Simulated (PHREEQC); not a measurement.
PHREEQC input (Pitzer model, pitzer.dat):

```
SOLUTION 1
  temp 75
  units mol/kgw
  pH 7 charge
  S(6) 0.68
  Mg 0.57
  Cl 0.088
  Na 0.088
  K 0.22
END
USE solution 1
INCREMENTAL_REACTIONS false
REACTION 1
  H2O -1
  0 9.886 18.011 24.689 30.178 34.689 38.397 41.444
  43.949 46.007 moles
EQUILIBRIUM_PHASES 1
  Arcanite 0 0
  Bischofite 0 0
  Bloedite 0 0
  Brucite 0 0
  Carnallite 0 0
  Epsomite 0 0
  Glaserite 0 0
  Halite 0 0
  Hexahydrite 0 0
  Kainite 0 0
  Kieserite 0 0
  Leonite 0 0
  Mirabilite 0 0
  Misenite 0 0
  Schoenite 0 0
  Sylvite 0 0
  Thenardite 0 0
  MgCl2_4H2O 0 0
SELECTED_OUTPUT 1
  -reset false
  -pH true
  -pe true
  -ionic_strength true
  -water true
  -activities H2O
  -totals Cl K Mg Na S
  -molalities H+ Na+ K+ Mg+2 Cl- SO4-2 OH- HSO4- MgOH+
  -equilibrium_phases Arcanite Bischofite Bloedite Brucite Carnallite Epsomite Glaserite Halite Hexahydrite Kainite
    Kieserite Leonite Mirabilite Misenite Schoenite Sylvite Thenardite MgCl2_4H2O
PRINT
  -reset false
END
```

Selected output (columns that matter, 9 of 10 rows; water left (kg) added in front):

```
water left (kg)	pH	mu	Cl	K	Mg	Na	S	m_H+	m_Na+	m_K+	m_Mg+2	m_Cl-	m_SO4-2	la_H2O
1	6.1857	2.698	0.088	0.22	0.57	0.088	0.68	1.4174e-06	0.088	0.22	0.56999	0.088	0.67999	-0.0071465
0.821894	6.1491	3.2826	0.10707	0.26767	0.69352	0.10707	0.82736	1.5303e-06	0.10707	0.26767	0.69351	0.10707	0.82735	-0.0086472
0.675514	6.1056	3.994	0.13027	0.32568	0.8438	0.13027	1.0066	1.636e-06	0.13027	0.32568	0.84379	0.13027	1.0066	-0.010531
0.555203	6.0531	4.8594	0.1585	0.39625	1.0267	0.1585	1.2248	1.7193e-06	0.1585	0.39625	1.0266	0.1585	1.2248	-0.012951
0.456313	5.989	5.9126	0.19285	0.48212	1.2491	0.19285	1.4902	1.7566e-06	0.19285	0.48212	1.2491	0.19285	1.4902	-0.016138
0.30824	5.8119	8.7529	0.28549	0.71373	1.8492	0.28549	2.2061	1.5628e-06	0.28549	0.71373	1.8492	0.28549	2.2061	-0.026399
0.253345	5.6903	10.649	0.34735	0.86838	2.2499	0.34735	2.6841	1.2768e-06	0.34735	0.86838	2.2499	0.34735	2.6841	-0.034764
0.208215	5.5396	12.958	0.42264	1.0566	2.7376	0.42264	3.2659	8.8257e-07	0.42264	1.0566	2.7375	0.42264	3.2658	-0.046634
0.171138	5.3532	15.765	0.5142	1.2855	3.3306	0.5142	3.9734	4.7318e-07	0.5142	1.2855	3.3306	0.5142	3.9734	-0.06349
```

Species that the database lacks are ignored. Away from 25 °C the constants follow the database's enthalpies or fits; those with neither stay at their 25 °C values.
